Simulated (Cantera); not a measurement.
Cantera run, input and output.

```python
import numpy as np
import cantera as ct

gas = ct.Solution("gri30.yaml")
gas.TPX = 1675, 940, {'CH4': 1, 'N2': 13}
inlet = ct.Reservoir(gas, clone=True)

reactor = ct.IdealGasConstPressureReactor(gas, energy="off", clone=False)
exhaust = ct.Reservoir(gas, clone=True)
tau = [11, 5, 2.3, 1.1, 0.49, 0.22, 0.1, 0.047, 0.022, 0.01, 0.0046][0]
for a, b in ((inlet, reactor), (reactor, exhaust)):
    ct.MassFlowController(a, b, mdot=lambda t: reactor.mass / tau)
net = ct.ReactorNet([reactor])
show = ['CH4', 'CH2', 'C2H6', 'C2H', 'HCN', 'C2H4', 'C2H2']

rows = []
print(f"{'tau/s':>10s}{'T/K':>9s}" + "".join(f"{s:>11s}" for s in show))
for tau in [11, 5, 2.3, 1.1, 0.49, 0.22, 0.1, 0.047, 0.022, 0.01, 0.0046]:
    net.initial_time = 0.0
    net.advance(30 * tau)
    before = gas.X
    net.advance(40 * tau)
    drift = np.max(np.abs(gas.X - before) / (gas.X + 1e-9))
    rows.append([gas.T, *gas[show].X, drift])
    print(f"{tau:10.3e}{gas.T:9.1f}" + "".join(f"{x:11.3e}" for x in gas[show].X))
```

Result:

```
     tau/s      T/K        CH4        CH2       C2H6        C2H        HCN       C2H4       C2H2
 1.100e+01   1675.0  7.325e-03  4.127e-07  6.186e-07  2.569e-07  1.665e-05  5.774e-05  2.972e-02
 5.000e+00   1675.0  1.199e-02  5.021e-07  1.322e-06  2.090e-07  7.498e-06  1.338e-04  2.742e-02
 2.300e+00   1675.0  1.882e-02  5.946e-07  2.626e-06  1.641e-07  3.293e-06  2.968e-04  2.401e-02
 1.100e+00   1675.0  2.768e-02  6.738e-07  4.643e-06  1.221e-07  1.386e-06  5.978e-04  1.951e-02
 4.900e-01   1675.0  3.990e-02  7.168e-07  7.509e-06  7.600e-08  4.409e-07  1.148e-03  1.318e-02
 2.200e-01   1675.0  5.351e-02  6.427e-07  9.257e-06  3.363e-08  9.132e-08  1.671e-03  6.280e-03
 1.000e-01   1675.0  6.504e-02  3.940e-07  6.668e-06  7.373e-09  7.925e-09  1.203e-03  1.423e-03
 4.700e-02   1675.0  7.000e-02  1.436e-07  2.360e-06  8.524e-10  3.382e-10  3.082e-04  1.341e-04
 2.200e-02   1675.0  7.108e-02  3.748e-08  5.460e-07  7.892e-11  2.174e-11  4.213e-05  7.674e-06
 1.000e-02   1675.0  7.131e-02  8.512e-09  1.030e-07  4.389e-12  2.677e-12  4.375e-06  3.448e-07
 4.600e-03   1675.0  7.138e-02  1.980e-09  1.781e-08  1.374e-13  4.013e-13  4.393e-07  1.559e-08
```

Computed with Cantera and GRI-Mech 3.0 (53 species, 325 reactions). GRI-Mech 3.0 stops at C3 and has no aromatics, soot or wall deposition, so with more carbon than oxygen in the feed, carbon stays in small species such as C2H2 where larger ones or solid carbon would form. Radical loss at walls, strong at low pressure, is not modelled.
